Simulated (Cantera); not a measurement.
Cantera run:

```python
import numpy as np
import cantera as ct

gas_names = [...]  # 130 gases of nasa_gas.yaml made of C, H, Mg, O, S
cond_names = """
    C(gr) C6H6(L) C7H8(L) C8H18(L),n-octa H2O(s) H2O(L) H2SO4(L) Mg(cr) Mg(L) MgCO3(s) MgO(s) MgO(L)
    MgO2H2(s) MgS(s) MgSO4(s) MgSO4(L) S(cr1) S(cr2) S(L)
""".split()


# ... load() reads the species with a 1 bar reference pressure and builds the phases ...
atoms = {
    'MgCO3': {'Mg': 1, 'C': 1, 'O': 3},
    'H2S': {'H': 2, 'S': 1},
    'H2O': {'H': 2, 'O': 1},
}
top_T = {'C(gr)': 4500, 'MgS(s)': 2250}  # K; cautious upper limits of use, not melting points


# ... equilibrate(T, P, feed) seeds the gas with the atoms and calls Mixture.equilibrate('TP', solver="vcs", rtol=1e-11, max_steps=5000) ...
results = []
feed = {'MgCO3': 1, 'H2S': 0.46, 'H2O': 0.42}  # mol
P = 1000  # Pa
for T in [775, 850, 925, 1000, 1075, 1150, 1225, 1300, 1375, 1450, 1525, 1600, 1675, 1750]:
    mix = equilibrate(T, P, feed)
    results.append((T, P, feed, dict(zip(mix.species_names, mix.species_moles))))

top = {s: max(r[3][s] / sum(r[3][g] for g in gas_names) for r in results) for s in gas_names}
cols = sorted((s for s in top if top[s] > 0.001), key=lambda s: -top[s])[:7]
seen = [c for c in cond_names if any(r[3].get(c, 0) > 1e-12 for r in results)]
print("log10 of partial pressures in bar; condensed amounts in mol")
print(f"{'T/K':>10s}" + "".join(f"{s[:9]:>10s}" for s in cols + seen))
for T, P, feed, n in results:
    ng = sum(n[g] for g in gas_names)
    print(f"{T:10.4g}" + "".join(f"{np.log10(max(n[s] / ng * P / 1e5, 1e-99)):10.3f}" for s in cols)
          + "".join(f"{n.get(c, 0):10.4g}" for c in seen))
```

It prints:

```
log10 of partial pressures in bar; condensed amounts in mol
       T/K       CO2       H2O        CO       H2S        H2       SO2        S2    MgO(s)
       775    -2.283    -2.640    -4.388    -2.645    -4.041    -6.338    -4.185         1
       850    -2.296    -2.625    -3.894    -2.687    -3.739    -5.948    -3.815         1
       925    -2.317    -2.601    -3.534    -2.763    -3.511    -5.553    -3.529         1
      1000    -2.348    -2.571    -3.282    -2.878    -3.349    -5.152    -3.324         1
      1075    -2.382    -2.543    -3.111    -3.031    -3.241    -4.754    -3.190         1
      1150    -2.416    -2.522    -2.993    -3.210    -3.174    -4.376    -3.110         1
      1225    -2.449    -2.509    -2.906    -3.400    -3.132    -4.037    -3.072         1
      1300    -2.485    -2.505    -2.832    -3.585    -3.098    -3.756    -3.065         1
      1375    -2.525    -2.508    -2.766    -3.758    -3.065    -3.535    -3.080         1
      1450    -2.570    -2.517    -2.707    -3.917    -3.030    -3.366    -3.113         1
      1525    -2.620    -2.529    -2.656    -4.066    -2.995    -3.238    -3.159         1
      1600    -2.674    -2.545    -2.612    -4.206    -2.961    -3.142    -3.217         1
      1675    -2.729    -2.562    -2.576    -4.342    -2.929    -3.069    -3.286         1
      1750    -2.785    -2.580    -2.547    -4.475    -2.900    -3.016    -3.367         1
```

Method: chemical equilibrium by Gibbs-energy minimisation in Cantera with the NASA 1993 tables (ideal gas, pure condensed phases). Gases not in the tables: S3 to S7.
